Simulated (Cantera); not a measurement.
Feed: 1 mol Pb, 0.051 mol CO₂, 5.6 mol H₂, 0.44 mol CO, at 19.0 mbar.

Cantera equilibrium calculation (NASA polynomials, part measured and part estimated; ideal gas, pure solids and liquids). Candidate condensed phases: C, C₆H₆, C₇H₈, C₈H₁₈, H₂O, Pb, PbO, PbO₂, Pb₃O₄; 113 gas species. Kinetics and transport are ignored.

**Question.** At 1127 °C, list the 5 most abundant gas species with their mole fractions, and the condensed phases.

**Answer.** H₂ 0.783, Pb 0.141, CO 0.0690, H₂O 0.00691, CO₂ 0.000280. Condensed: gas only.
